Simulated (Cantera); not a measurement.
**Ammonia decomposition in nitride growth gas**

A perfectly stirred reactor is fed with NH3 : H2 = 1 : 0.49 (molar parts), at 72000 Pa; it is held at 1775 K, and followed from long to short residence time.

Model: the gas-phase N/H chemistry of the illustrative SiF4/NH3 mechanism in the Surface Chemkin manual (1991), integrated in Cantera. Walls and surfaces, which speed up NH3 decomposition in real reactors, are not modelled.

| τ (s) | x NH3 | x H2 | x N2H4 | x N2H2 | x H | x N | x NH2 |
|---|---|---|---|---|---|---|---|
| 0.59 | 0.365 | 0.543 | 8.37e-8 | 4.97e-7 | 0.000100 | 6.47e-8 | 0.000178 |
| 0.30 | 0.464 | 0.474 | 1.16e-7 | 7.09e-7 | 8.12e-5 | 6.37e-8 | 0.000210 |
| 0.16 | 0.539 | 0.421 | 1.42e-7 | 8.92e-7 | 6.87e-5 | 6.23e-8 | 0.000232 |
| 0.082 | 0.595 | 0.382 | 1.62e-7 | 1.04e-6 | 6.03e-5 | 6.08e-8 | 0.000248 |
| 0.043 | 0.629 | 0.358 | 1.74e-7 | 1.13e-6 | 5.54e-5 | 5.95e-8 | 0.000257 |
| 0.022 | 0.649 | 0.344 | 1.80e-7 | 1.18e-6 | 5.25e-5 | 5.82e-8 | 0.000261 |
| 0.012 | 0.659 | 0.337 | 1.81e-7 | 1.19e-6 | 5.08e-5 | 5.66e-8 | 0.000262 |
| 0.0060 | 0.665 | 0.333 | 1.77e-7 | 1.16e-6 | 4.92e-5 | 5.39e-8 | 0.000259 |
| 0.0031 | 0.668 | 0.331 | 1.67e-7 | 1.09e-6 | 4.73e-5 | 4.92e-8 | 0.000252 |
| 0.0016 | 0.670 | 0.330 | 1.48e-7 | 9.45e-7 | 4.42e-5 | 4.12e-8 | 0.000237 |
| 0.00085 | 0.670 | 0.329 | 1.17e-7 | 7.24e-7 | 3.93e-5 | 2.95e-8 | 0.000211 |
x: mole fraction; the columns are a selection and need not sum to one.
